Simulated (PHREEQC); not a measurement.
Dissolve 1.3 mol/kgw MgSO4, 0.53 mol/kgw KCl and 0.1 mol/kgw LiCl at 25 °C. Closed to the air; pH follows from the charge balance.

The numbers come from PHREEQC with the Pitzer model, pitzer.dat.

This is a speciation only: nothing precipitates in the calculation.

### Question
What activity of water, osmotic coefficient does the model give?

### Answer
activity of water 0.949; osmotic coefficient 0.754.

Complexes and solids missing from the database can't appear.
